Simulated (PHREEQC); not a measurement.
Consider water at 57 °C with 0.036 mol/kgw MgCl2 and 3.6e-05 mol/kgw Na2CO3. Closed to the air; pH follows from the charge balance.

All values are PHREEQC results (ion-association model, phreeqc.dat), not measurements.

**Question.** The ionic strength comes out as 0.108 mol/kgw. What activity coefficients do Cl-, MgOH+, Mg+2, HCO3-, MgHCO3+ get?

**Answer.** Cl- 0.75, MgOH+ 0.79, Mg+2 0.38, HCO3- 0.77, MgHCO3+ 0.75.

No solid was allowed to form. Away from 25 °C the constants follow the database's enthalpies or fits; those with neither stay at their 25 °C values.
